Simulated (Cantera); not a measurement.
# Premixed flame

A freely propagating, adiabatic, planar premixed flame of H₂ : O₂ : N₂ : H₂O = 1 : 0.877 : 3.3 : 0.33 (molar parts), unburnt at 425 K and 1.28 atm; mixture-averaged transport, grid criteria slope 0.08 and curve 0.16, no radiation.

Cantera simulation using the H2/O2 subset of GRI-Mech 3.0, which has no nitrogen chemistry; the numbers are that mechanism's predictions, not measurements. Burning velocities carry a grid error of a few per cent, more on coarse grids. Lean hydrogen flames are cellular in practice and burn faster than this planar one.

```csv
z (mm),T (K),u (m/s),x H₂,x O₂,x H₂O,x OH,x O,x HO₂
-0.942,425,0.929,0.180,0.160,0.0600,<1e-8,<1e-8,1.49e-8
-0.628,426,0.927,0.177,0.160,0.0604,<1e-8,<1e-8,2.41e-7
-0.471,429,0.927,0.170,0.161,0.0612,<1e-8,<1e-8,2.03e-6
-0.314,445,0.945,0.154,0.164,0.0641,<1e-8,5.74e-8,1.62e-5
-0.157,609,1.25,0.109,0.163,0.0882,2.63e-5,8.19e-6,0.000333
-0.0785,891,1.79,0.0739,0.147,0.129,0.000392,0.000210,0.000331
0,1198,2.39,0.0402,0.121,0.180,0.00150,0.00146,0.000171
0.0785,1405,2.81,0.0182,0.0979,0.218,0.00359,0.00296,0.000100
0.157,1522,3.04,0.00889,0.0869,0.236,0.00504,0.00325,6.82e-5
0.314,1630,3.25,0.00383,0.0812,0.247,0.00529,0.00226,3.92e-5
0.628,1697,3.37,0.00152,0.0798,0.253,0.00386,0.000946,1.75e-5
1.26,1725,3.42,0.000457,0.0798,0.256,0.00223,0.000286,5.90e-6
2.51,1734,3.44,0.000125,0.0799,0.257,0.00122,8.14e-5,1.91e-6
```
x: mole fraction of selected species; z is measured from the peak of heat release.

```json
{
 "laminar_burning_velocity": "93.0 cm/s",
 "thermal_thickness": "0.314 mm",
 "peak x(OH)": "0.00544",
 "peak x(O)": "0.00327",
 "peak x(HO₂)": "0.000415",
 "grid_points": "108"
}
```
